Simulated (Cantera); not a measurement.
What does this Cantera script print?

```python
import numpy as np
import cantera as ct

gas_names = """
    H HNO HNO2 HNO3 HO2 H2 H2O H2O2 N NH NH2 NH3 NH2OH NO NO2 NO3 N2 N2H2 N2H4 N2O O OH O2 O3 Zr ZrN ZrO
    ZrO2
""".split()
cond_names = """
    H2O(s) H2O(L) Zr(a) Zr(b) Zr(L) ZrN(s) ZrN(L) ZrO2(a) ZrO2(b) ZrO2(L)
""".split()


# ... load() reads the species with a 1 bar reference pressure and builds the phases ...
atoms = {
    'Zr': {'Zr': 1},
    'N2O': {'N': 2, 'O': 1},
    'H2': {'H': 2},
    'NH3': {'N': 1, 'H': 3},
}
top_T = {}  # K; cautious upper limits of use, not melting points


# ... equilibrate(T, P, feed) seeds the gas with the atoms and calls Mixture.equilibrate('TP', solver="vcs", rtol=1e-11, max_steps=5000) ...
results = []
feed = {'Zr': 1, 'N2O': 0.35, 'H2': 350, 'NH3': 0.57}  # mol
P = 2200  # Pa
for T in [1373, 1448, 1523, 1598, 1673, 1748, 1823, 1898, 1973, 2048, 2123, 2198, 2273]:
    mix = equilibrate(T, P, feed)
    results.append((T, P, feed, dict(zip(mix.species_names, mix.species_moles))))

top = {s: max(r[3][s] / sum(r[3][g] for g in gas_names) for r in results) for s in gas_names}
cols = sorted((s for s in top if top[s] > 1e-05), key=lambda s: -top[s])[:9]
seen = [c for c in cond_names if any(r[3].get(c, 0) > 1e-12 for r in results)]
print("log10 of partial pressures in bar; condensed amounts in mol")
print(f"{'T/K':>10s}" + "".join(f"{s[:9]:>10s}" for s in cols + seen))
for T, P, feed, n in results:
    ng = sum(n[g] for g in gas_names)
    print(f"{T:10.4g}" + "".join(f"{np.log10(max(n[s] / ng * P / 1e5, 1e-99)):10.3f}" for s in cols)
          + "".join(f"{n.get(c, 0):10.4g}" for c in seen))
```

It prints:

```
log10 of partial pressures in bar; condensed amounts in mol
       T/K        H2         H        N2       ZrO       H2O    ZrN(s)   ZrO2(a)   ZrO2(b)
      1373    -1.658    -6.306    -4.856   -17.971    -7.789    0.8251    0.1749         0
      1448    -1.658    -5.864    -4.856   -16.386    -7.565    0.8252    0.1748         0
      1523    -1.658    -5.465    -4.856   -14.962    -7.367    0.8253         0    0.1747
      1598    -1.658    -5.103    -4.856   -13.675    -7.189    0.8255         0    0.1745
      1673    -1.658    -4.773    -4.857   -12.506    -7.028    0.8257         0    0.1743
      1748    -1.659    -4.470    -4.857   -11.438    -6.881     0.826         0    0.1739
      1823    -1.659    -4.193    -4.858   -10.460    -6.747    0.8264         0    0.1736
      1898    -1.660    -3.937    -4.859    -9.561    -6.623    0.8269         0    0.1731
      1973    -1.662    -3.701    -4.860    -8.731    -6.510    0.8275         0    0.1725
      2048    -1.664    -3.482    -4.862    -7.963    -6.406    0.8281         0    0.1718
      2123    -1.668    -3.279    -4.864    -7.251    -6.312    0.8285         0    0.1706
      2198    -1.674    -3.091    -4.866    -6.588    -6.225    0.8277         0     0.168
      2273    -1.682    -2.917    -4.865    -5.971    -6.146    0.8219         0    0.1602
```

Method: chemical equilibrium by Gibbs-energy minimisation in Cantera with the NASA 1993 tables (ideal gas, pure condensed phases). Mutual solubility and eutectic melting of coexisting phases are not modelled. ZrN: taken at fixed stoichiometry. Condensed phases not in the tables: solid solutions among these carbides, nitrides and lower oxides.
